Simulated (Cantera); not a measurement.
Charge: 1 mol Si2Cl6, 1.5 mol HCl, 420 mol H2, at 848.15 K and 10.0 mbar.

Method: chemical equilibrium by Gibbs-energy minimisation in Cantera with the NASA 1993 tables (ideal gas, pure condensed phases). Candidate condensed phases: Si; 19 gas species. The feed counts by its element totals alone. The tables' values for SiCl3 are old estimates; treat these amounts as uncertain. Equilibrium is a limit: real reactors are often held back by kinetics, nucleation or transport.

Base state: H2 0.993, HCl 0.00334, SiCl4 0.00261, SiHCl3 0.00126, SiH2Cl2 5.34e-5, SiCl3 2.19e-5, SiCl2 1.33e-5 (mole fractions); condensed: Si(s).

### Question
What changes in the equilibrium state with this change: Si2Cl6 replaced by Si2H6?

### Answer
```csv
species,before,after
H2,0.993,0.998
HCl,0.00334,0.00185
SiCl4,0.00261,0.000246
SiCl3,2.19e-5,3.73e-6
SiHCl3,0.00126,0.000215
SiCl2,1.33e-5,4.08e-6
"Si(s), mol",0.328,1.79
```

### Question
What changes in the equilibrium state with this change: temperature from 848.15 K to 1200 K?

### Answer
| species | before | after |
|---|---|---|
| H2 | 0.993 | 0.983 |
| HCl | 0.00334 | 0.0162 |
| SiCl2 | 1.33e-5 | 0.000630 |
| SiCl4 | 0.00261 | 1.20e-5 |
| SiHCl3 | 0.00126 | 1.97e-5 |
| SiH2Cl2 | 5.34e-5 | 4.26e-6 |
| Si(s), mol | 0.328 | 1.70 |
